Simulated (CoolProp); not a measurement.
A single-stage vapour-compression cycle with R124: evaporating at 230.15 K (dew point), condensing at 299.15 K (bubble point), superheat 8 K, subcooling 0 K, compressor efficiency 0.75, no pressure losses. Each further row changes one setting.

Model: reference Helmholtz-energy equation of state, de Vries 1995, in CoolProp.

| case | cooling COP | pressure ratio | discharge temperature (K) | refrigerating effect (kJ/kg) | volumetric capacity (kJ/m³) |
|---|---|---|---|---|---|
| as stated | 1.81 | 17.7 | 331.2 | 111 | 173 |
| evaporating temperature 235.15 K | ? | 13.4 | ? | 114 | 230 |
| condensing temperature 294.15 K | 2.02 | 15.1 | 325.7 | 117 | 182 |
| subcooling 5 K | 1.90 | 17.7 | 331.2 | 117 | 182 |
| superheat 18 K | 1.84 | 17.7 | 342.4 | 117 | 176 |
| compressor efficiency 0.65 | 1.57 | 17.7 | ? | 111 | 173 |

Q: Some entries are withheld; supply them.

A: 
- evaporating temperature 235.15 K, cooling COP: 2.05
- evaporating temperature 235.15 K, discharge temperature (K): 327.9
- compressor efficiency 0.65, discharge temperature (K): 342.6
